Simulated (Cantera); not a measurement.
Charge: 1 mol SiH4, 0.25 mol C3H8, 1.9 mol H2, at 1325 K and 10000 Pa.

Cantera equilibrium calculation (NASA polynomials, part measured and part estimated; ideal gas, pure solids and liquids). Candidate condensed phases: C, C6H6, C7H8, C8H18, Si, SiC; 87 gas species. Mutual solubility and eutectic melting of coexisting phases are not modelled. Equilibrium is a limit: real reactors are often held back by kinetics, nucleation or transport.

Base state: H2 1.000 (mole fractions); condensed: Si(s) + SiC(s).

What changes in the equilibrium state with this change: SiH4 replaced by Si(CH3)4?


| species | before | after |
|---|---|---|
| H2 | 1.000 | 0.999 |
| CH4 | 2.26e-6 | 0.000670 |
| Si(s), mol | 0.250 | 0 |
| SiC(s), mol | 0.750 | 1.00 |
| C(graphite), mol | 0 | 3.74 |

What changes in the equilibrium state with this change: SiH4 replaced by SiH2Cl2?


```
species      before     after
-----------  ------  --------
H2            1.000     0.705
HCl               0     0.242
SiCl4             0    0.0322
SiCl2             0   0.00884
SiCl3             0   0.00723
SiHCl3            0   0.00479
SiH2Cl2           0  0.000102
Si(s), mol    0.250         0
SiC(s), mol   0.750     0.750
```
The tables' values for SiCl3 are old estimates; treat these amounts as uncertain.
